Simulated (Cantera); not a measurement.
# Equilibrium for carbon deposition, reforming and gasification: acetone + H2O + H2 + O2

Charge: 1 mol acetone, 0.069 mol H2O, 25 mol H2, 0.081 mol O2, equilibrated at 525 K.

Cantera equilibrium calculation (NASA polynomials, part measured and part estimated; ideal gas, pure solids and liquids). Candidate condensed phases: C, C6H6, C7H8, C8H18, H2O; 110 gas species. The feed counts by its element totals alone. The ideal-gas law is rough above about 30 bar. Equilibrium is a limit: real reactors are often held back by kinetics, nucleation or transport.

```
P (Pa)    log p H2  log p CH4  log p H2O  log p CO2  log p CO  log p C2H6  n C(graphite)
--------  --------  ---------  ---------  ---------  --------  ----------  -------------
10           -4.06      -5.12      -5.37      -6.67     -7.30      -13.26          0.934
46           -3.42      -4.26      -4.65      -6.93     -7.64      -12.19              0
220          -2.74      -3.58      -3.97      -7.60     -8.31      -11.51              0
1000         -2.08      -2.92      -3.31      -8.25     -8.97      -10.85              0
4600         -1.42      -2.26      -2.65      -8.92     -9.63      -10.19              0
22000        -0.74      -1.58      -1.97      -9.60    -10.31       -9.51              0
100000       -0.08      -0.92      -1.31     -10.25    -10.97       -8.85              0
460000        0.58      -0.26      -0.65     -10.92      <-11       -8.19              0
2200000       1.26       0.42       0.03       <-10      <-10       -7.51              0
10000000      1.92       1.08       0.69       <-10      <-10       -6.85              0
```
log p: log10 of the partial pressure in bar; n: condensed amount in mol.

At 0.000100 bar the condensed part is C(graphite). From 0.000460 bar to 100 bar nothing is condensed. The main C-bearing gas is CH4 throughout.
